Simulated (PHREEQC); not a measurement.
Solution (20 °C): 0.002 mol/kgw FeSO4, 0.00099 mol/kgw ZnCl2 and 0.0002 mol/kgw H2SO4. Closed to the air; pH follows from the charge balance.

Computed with PHREEQC (ion-association model, phreeqc.dat).

Question: The ionic strength comes out as 0.00995 mol/kgw. What activity coefficients do Fe+2, HSO4-, FeCl+, Zn(SO4)2-2, H+ get?

Answer: Fe+2 0.68, HSO4- 0.90, FeCl+ 0.90, Zn(SO4)2-2 0.67, H+ 0.91.

No solid was allowed to form.
